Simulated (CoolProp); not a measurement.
Values from CoolProp's reference Helmholtz-energy equation of state, Zhou 2016.

### Question
For R245ca, give the phase and the density (kg/m³), cp (kJ/(kg K)), speed of sound (m/s), Joule-Thomson coefficient (K/MPa) at 415.6 K and 2.08 MPa.

### Answer
- 415.6 K and 2.08 MPa: gas; density 119, cp 1.53, speed of sound 116, Joule-Thomson coefficient 16.5
